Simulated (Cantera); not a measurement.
A Cantera script and its output.

```python
import numpy as np
import cantera as ct

gas = ct.Solution("gri30.yaml")


def delay(T, t_max=10):
    gas.TPX = T, 370000, {'CH4': 1, 'C2H6': 0.053, 'C3H8': 0.27, 'O2': 5.7, 'N2': 29.1}
    reactor = ct.IdealGasReactor(gas, clone=False)
    net = ct.ReactorNet([reactor])
    net.rtol, net.atol = 1e-8, 1e-16
    while net.time < t_max:
        t_old, T_old = net.time, reactor.T
        net.step()
        if reactor.T > T + 400:  # ignition: a rise of 400 K
            return t_old + (T + 400 - T_old) / (reactor.T - T_old) * (net.time - t_old)
    return np.nan


taus = []
for T in [1150, 1225, 1300, 1375, 1450, 1525, 1600, 1675, 1750, 1825]:
    taus.append(delay(T))
    print(f"T0 = {T:6g} K   tau = {taus[-1]:.4e} s")
```

Output:

```
T0 =   1150 K   tau = 8.0901e-03 s
T0 =   1225 K   tau = 2.2869e-03 s
T0 =   1300 K   tau = 7.0217e-04 s
T0 =   1375 K   tau = 2.4523e-04 s
T0 =   1450 K   tau = 9.8989e-05 s
T0 =   1525 K   tau = 4.6026e-05 s
T0 =   1600 K   tau = 2.4320e-05 s
T0 =   1675 K   tau = 1.4342e-05 s
T0 =   1750 K   tau = 9.2639e-06 s
T0 =   1825 K   tau = 6.4421e-06 s
```

Cantera simulation using GRI-Mech 3.0 (53 species, 325 reactions); the numbers are that mechanism's predictions, not measurements. GRI-Mech 3.0 was tuned for natural gas; its chemistry of propane as a main component is partial and can be far from experiment.
